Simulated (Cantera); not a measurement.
A perfectly stirred reactor is fed with CH₄ : N₂ = 1 : 27 (molar parts), at 0.000898 atm; it is held at 1775 K, and followed from long to short residence time.

Detailed kinetics in Cantera: GRI-Mech 3.0 (53 species, 325 reactions). GRI-Mech 3.0 stops at C3 and has no aromatics, soot or wall deposition, so with more carbon than oxygen in the feed, carbon stays in small species such as C2H2 where larger ones or solid carbon would form. Radical loss at walls, strong at low pressure, is not modelled.

| quantity | before | after |
|---|---|---|
| x(CH₄) at τ = 2.20 s | 0.0190 | 0.00751 |
| x(C₂H₄) at τ = 2.20 s | 0.000565 | 0.000203 |
| x(C₂H) at τ = 2.20 s | 1.49e-7 | 5.81e-8 |
| x(C₂H₂) at τ = 2.20 s | 0.00707 | 0.00184 |
| x(H₂) at τ = 2.20 s | 0.0228 | 0.00613 |
| x(CH₄) at τ = 23.0 ms | 0.0357 | 0.0121 |
| x(C₂H₄) at τ = 23.0 ms | 2.35e-7 | 2.33e-8 |
| x(C₂H) at τ = 23.0 ms | <1e-12 | <1e-12 |
| x(C₂H₂) at τ = 23.0 ms | 1.66e-8 | 1.60e-9 |
| x(H₂) at τ = 23.0 ms | 2.52e-5 | 7.53e-6 |

**Question.** Name the change that produced these shifts.
(A) CH4 1 to 0.33 parts
(B) pressure from 0.000898 atm to 0.987 atm
(C) pressure from 0.000898 atm to 0.0132 atm
(D) pressure from 0.000898 atm to 0.0263 atm

**Answer.** A, CH4 1 to 0.33 parts
